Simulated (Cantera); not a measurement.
A Cantera script and its output.

```python
import numpy as np
import cantera as ct

gas = ct.Solution("h2o2.yaml")
gas.TPX = 1000, 1500, {'H2': 0.016, 'O2': 1}
reactor = ct.IdealGasConstPressureReactor(gas, energy="off", clone=False)
net = ct.ReactorNet([reactor])
net.rtol, net.atol = 1e-08, 1e-18
show = ['H2', 'O2', 'OH', 'H2O', 'H', 'H2O2']
times = np.geomspace(5e-05, 30, 9)

steps = ct.SolutionArray(gas, extra=["t"])
rows = []
print(f"{'t/s':>10s}{'T/K':>9s}{'P/Pa':>11s}" + "".join(f"{s:>11s}" for s in show))
for t in times:
    while net.time < t:
        t_next = net.step()
        steps.append(gas.state, t=t_next)
    rows.append([np.interp(t, steps.t, y) for y in (steps.T, steps.P, *steps(*show).X.T)])
    print(f"{t:10.3e}{rows[-1][0]:9.1f}{rows[-1][1]:11.4g}" + "".join(f"{x:11.3e}" for x in rows[-1][2:]))
rate = np.gradient(steps.T, steps.t)
print("integrator steps:", len(steps.t))
if steps.T.max() > steps.T[0] + 200:
    print(f"time of steepest temperature rise: {steps.t[rate.argmax()]:.4e} s")
gas.TPX = 1000, 1500, {'H2': 0.016, 'O2': 1}
gas.equilibrate("TP")
print(f"equilibrium (TP): T = {gas.T:.1f} K  " + "  ".join(f"{s} {gas[s].X[0]:.3e}" for s in show))
```

Result:

```
       t/s      T/K       P/Pa         H2         O2         OH        H2O          H       H2O2
 5.000e-05   1000.0       1500  1.575e-02  9.843e-01  1.517e-12  9.813e-14  6.952e-12  3.849e-17
 2.638e-04   1000.0       1500  1.575e-02  9.843e-01  2.387e-11  9.117e-12  2.372e-11  1.076e-15
 1.392e-03   1000.0       1500  1.575e-02  9.843e-01  3.890e-10  6.736e-10  1.954e-10  3.070e-14
 7.341e-03   1000.0       1500  1.574e-02  9.842e-01  3.581e-06  8.756e-06  1.692e-06  2.067e-11
 3.873e-02   1000.0       1500  8.020e-05  9.789e-01  4.020e-04  1.530e-02  4.923e-04  3.571e-08
 2.043e-01   1000.0       1500  7.258e-06  9.835e-01  1.209e-04  1.579e-02  1.561e-05  2.789e-08
 1.078e+00   1000.0       1500  3.216e-07  9.841e-01  2.736e-05  1.586e-02  1.789e-07  1.311e-08
 5.687e+00   1000.0       1500  1.737e-08  9.841e-01  6.912e-06  1.587e-02  2.829e-09  2.959e-09
 3.000e+01   1000.0       1500  1.622e-09  9.841e-01  2.225e-06  1.587e-02  9.434e-11  5.107e-10
integrator steps: 1826
equilibrium (TP): T = 1000.0 K  H2 1.149e-11  O2 9.841e-01  OH 1.932e-07  H2O 1.587e-02  H 6.323e-14  H2O2 5.431e-12
```

Cantera simulation using the H2/O2 subset of GRI-Mech 3.0, which has no nitrogen chemistry; the numbers are that mechanism's predictions, not measurements. Radical loss at walls, strong at low pressure, is not modelled.
